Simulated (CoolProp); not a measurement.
A single-stage vapour-compression cycle with benzene: evaporating at 294.15 K (dew point), condensing at 348.15 K (bubble point), superheat 2 K, subcooling 0 K, compressor efficiency 0.9, no pressure losses. Each further row changes one setting.

The numbers come from the reference Helmholtz-energy equation of state, Thol 2012 in CoolProp.

| case | cooling COP | pressure ratio | discharge temperature (K) | refrigerating effect (kJ/kg) | volumetric capacity (kJ/m³) |
|---|---|---|---|---|---|
| as stated | 4.23 | 8.22 | 366.7 | 341 | 115 |
| evaporating temperature 299.15 K | 4.81 | 6.50 | 364.0 | 346 | 145 |
| condensing temperature 343.15 K | 4.74 | (withheld) | 361.3 | 351 | 118 |
| subcooling 5 K | 4.35 | 8.22 | 366.7 | 351 | 118 |
| superheat 12 K | 4.23 | 8.22 | 376.4 | 352 | (withheld) |
| compressor efficiency 0.8 | (withheld) | 8.22 | 374.1 | 341 | 115 |

Problem. What belongs in the gaps?

Solution. 
- condensing temperature 343.15 K, pressure ratio: 6.99
- superheat 12 K, volumetric capacity (kJ/m³): 114
- compressor efficiency 0.8, cooling COP: 3.76
